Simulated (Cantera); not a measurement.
A Cantera script and what it prints.

```python
import numpy as np
import cantera as ct

gas_names = [...]  # 95 gases of nasa_gas.yaml made of C, F, H
cond_names = """
    C(gr) C6H6(L) C7H8(L) C8H18(L),n-octa
""".split()


# ... load() reads the species with a 1 bar reference pressure and builds the phases ...
atoms = {
    'CH3F': {'C': 1, 'H': 3, 'F': 1},
    'H2': {'H': 2},
}
top_T = {'C(gr)': 4500}  # K; cautious upper limits of use, not melting points


# ... equilibrate(T, P, feed) seeds the gas with the atoms and calls Mixture.equilibrate('TP', solver="vcs", rtol=1e-11, max_steps=5000) ...
results = []
feed = {'CH3F': 1, 'H2': 2.4}  # mol
P = 13332.2  # Pa
for T in [2023, 2073, 2123, 2173, 2223, 2273, 2323, 2373, 2423, 2473, 2523, 2573]:
    mix = equilibrate(T, P, feed)
    results.append((T, P, feed, dict(zip(mix.species_names, mix.species_moles))))

top = {s: max(r[3][s] / sum(r[3][g] for g in gas_names) for r in results) for s in gas_names}
cols = sorted((s for s in top if top[s] > 0.001), key=lambda s: -top[s])[:8]
seen = [c for c in cond_names if any(r[3].get(c, 0) > 1e-12 for r in results)]
print("log10 of partial pressures in bar; condensed amounts in mol")
print(f"{'T/K':>10s}" + "".join(f"{s[:9]:>10s}" for s in cols + seen))
for T, P, feed, n in results:
    ng = sum(n[g] for g in gas_names)
    print(f"{T:10.4g}" + "".join(f"{np.log10(max(n[s] / ng * P / 1e5, 1e-99)):10.3f}" for s in cols)
          + "".join(f"{n.get(c, 0):10.4g}" for c in seen))
```

Output:

```
log10 of partial pressures in bar; condensed amounts in mol
       T/K        H2        HF         H C2H2,acet     C(gr)
      2023    -0.990    -1.520    -3.216    -4.039    0.9938
      2073    -0.991    -1.520    -3.075    -3.902    0.9916
      2123    -0.992    -1.520    -2.941    -3.773    0.9887
      2173    -0.994    -1.521    -2.813    -3.650     0.985
      2223    -0.996    -1.522    -2.691    -3.533    0.9803
      2273    -0.999    -1.523    -2.575    -3.422    0.9746
      2323    -1.002    -1.524    -2.464    -3.317    0.9675
      2373    -1.006    -1.526    -2.358    -3.217    0.9589
      2423    -1.012    -1.528    -2.257    -3.123    0.9485
      2473    -1.018    -1.530    -2.161    -3.034    0.9363
      2523    -1.025    -1.533    -2.069    -2.950    0.9218
      2573    -1.034    -1.536    -1.981    -2.870     0.905
```

These are equilibrium values from Cantera (NASA tables, ideal gas, pure condensed phases), not measurements of a reactor.
